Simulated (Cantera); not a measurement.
Input (Python, Cantera):

```python
import numpy as np
import cantera as ct

gas = ct.Solution("h2o2.yaml")
gas.TPX = 548, 500000, {'H2': 1, 'O2': 0.617, 'N2': 2.32}
flame = ct.FreeFlame(gas, width=0.013)
flame.set_refine_criteria(ratio=3, slope=0.08, curve=0.16)
flame.transport_model = "mixture-averaged"
flame.solve(loglevel=0, auto=True)
z, T = flame.grid, flame.T
thick = (T[-1] - T[0]) / np.gradient(T, z).max()
show = ['H2', 'O2', 'OH', 'H2O2', 'HO2', 'O']
print(f"laminar burning velocity  {flame.velocity[0] * 100:.3f} cm/s")
print(f"burnt temperature         {T[-1]:.1f} K")
print(f"thermal thickness         {thick * 1e3:.4f} mm")
print(f"grid points               {len(z)}")
z0 = z[flame.heat_release_rate.argmax()]
print(f"{'z/mm':>9s}{'T/K':>9s}{'u/(m/s)':>9s}" + "".join(f"{s:>11s}" for s in show))
rows = []
for k in (-3, -2, -1.5, -1, -0.5, -0.25, 0, 0.25, 0.5, 1, 2, 4, 8):
    zz = z0 + k * thick
    rows.append([k * thick, np.interp(zz, z, T), np.interp(zz, z, flame.velocity),
                 *(np.interp(zz, z, flame.X[gas.species_index(s)]) for s in show)])
    print(f"{rows[-1][0] * 1e3:9.3f}{rows[-1][1]:9.1f}{rows[-1][2]:9.3f}" + "".join(f"{x:11.3e}" for x in rows[-1][3:]))
```

It prints:

```
laminar burning velocity  415.147 cm/s
burnt temperature         2354.8 K
thermal thickness         0.0563 mm
grid points               113
     z/mm      T/K  u/(m/s)         H2         O2         OH       H2O2        HO2          O
   -0.169    548.0    4.151  2.540e-01  1.567e-01  2.202e-13  5.207e-11  8.770e-10  8.884e-12
   -0.113    548.0    4.150  2.537e-01  1.568e-01  8.865e-12  1.439e-09  2.330e-08  3.571e-10
   -0.084    548.3    4.147  2.527e-01  1.570e-01  1.805e-10  2.836e-08  4.435e-07  6.967e-09
   -0.056    550.7    4.146  2.487e-01  1.578e-01  5.229e-09  4.796e-07  7.331e-06  1.083e-07
   -0.028    620.2    4.528  2.209e-01  1.612e-01  4.263e-05  3.560e-05  5.335e-04  1.089e-05
   -0.014    922.9    6.500  1.714e-01  1.520e-01  9.607e-04  9.769e-05  7.990e-04  3.470e-04
    0.000   1359.1    9.346  1.035e-01  1.169e-01  3.421e-03  2.913e-05  3.990e-04  2.963e-03
    0.014   1670.7   11.395  5.159e-02  7.603e-02  8.547e-03  5.722e-06  2.038e-04  6.576e-03
    0.028   1847.2   12.547  2.951e-02  5.508e-02  1.272e-02  3.419e-06  1.174e-04  7.936e-03
    0.056   2023.7   13.653  1.857e-02  4.412e-02  1.516e-02  2.061e-06  6.258e-05  6.818e-03
    0.113   2170.3   14.530  1.243e-02  3.995e-02  1.418e-02  1.335e-06  3.224e-05  4.216e-03
    0.225   2272.1   15.116  7.073e-03  3.771e-02  1.142e-02  9.219e-07  1.602e-05  2.191e-03
    0.451   2328.1   15.431  3.600e-03  3.681e-02  8.547e-03  6.954e-07  9.045e-06  1.087e-03
```

Computed with Cantera and the H2/O2 subset of GRI-Mech 3.0, which has no nitrogen chemistry. The hydrogen kinetics of GRI-Mech 3.0 are dated; newer H2 mechanisms differ, most at raised pressure. Burning velocities carry a grid error of a few per cent, more on coarse grids.
